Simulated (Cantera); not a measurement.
A Cantera script and what it prints.

```python
import numpy as np
import cantera as ct

gas_names = [...]  # 77 gases of nasa_gas.yaml made of C, H, Ti
cond_names = """
    C(gr) C6H6(L) C7H8(L) C8H18(L),n-octa Ti(a) Ti(b) Ti(L) TiC(s) TiC(L)
""".split()


# ... load() reads the species with a 1 bar reference pressure and builds the phases ...
atoms = {
    'Ti': {'Ti': 1},
    'CH4': {'C': 1, 'H': 4},
}
top_T = {'C(gr)': 4500}  # K; cautious upper limits of use, not melting points


# ... equilibrate(T, P, feed) seeds the gas with the atoms and calls Mixture.equilibrate('TP', solver="vcs", rtol=1e-11, max_steps=5000) ...
results = []
feed = {'Ti': 1, 'CH4': 0.12}  # mol
P = 21000  # Pa
for T in [1525, 1575, 1625, 1675, 1725, 1775, 1825, 1875, 1925, 1975, 2025, 2075, 2125, 2175]:
    mix = equilibrate(T, P, feed)
    results.append((T, P, feed, dict(zip(mix.species_names, mix.species_moles))))

top = {s: max(r[3][s] / sum(r[3][g] for g in gas_names) for r in results) for s in gas_names}
cols = sorted((s for s in top if top[s] > 0.001), key=lambda s: -top[s])[:5]
seen = [c for c in cond_names if any(r[3].get(c, 0) > 1e-12 for r in results)]
print("log10 of partial pressures in bar; condensed amounts in mol")
print(f"{'T/K':>10s}" + "".join(f"{s[:9]:>10s}" for s in cols + seen))
for T, P, feed, n in results:
    ng = sum(n[g] for g in gas_names)
    print(f"{T:10.4g}" + "".join(f"{np.log10(max(n[s] / ng * P / 1e5, 1e-99)):10.3f}" for s in cols)
          + "".join(f"{n.get(c, 0):10.4g}" for c in seen))
```

Result:

```
log10 of partial pressures in bar; condensed amounts in mol
       T/K        H2         H     Ti(b)     Ti(L)    TiC(s)
      1525    -0.678    -4.965      0.88         0      0.12
      1575    -0.678    -4.720      0.88         0      0.12
      1625    -0.678    -4.490      0.88         0      0.12
      1675    -0.678    -4.274      0.88         0      0.12
      1725    -0.678    -4.070      0.88         0      0.12
      1775    -0.678    -3.877      0.88         0      0.12
      1825    -0.678    -3.695      0.88         0      0.12
      1875    -0.678    -3.523      0.88         0      0.12
      1925    -0.679    -3.359      0.88         0      0.12
      1975    -0.679    -3.203         0      0.88      0.12
      2025    -0.680    -3.055         0      0.88      0.12
      2075    -0.680    -2.915         0      0.88      0.12
      2125    -0.681    -2.781         0    0.8799      0.12
      2175    -0.683    -2.653         0    0.8799      0.12
```

These are equilibrium values from Cantera (NASA tables, ideal gas, pure condensed phases), not measurements of a reactor. Mutual solubility and eutectic melting of coexisting phases are not modelled. TiC: taken at fixed stoichiometry. Condensed phases not in the tables: N, O or C dissolved in the metal.
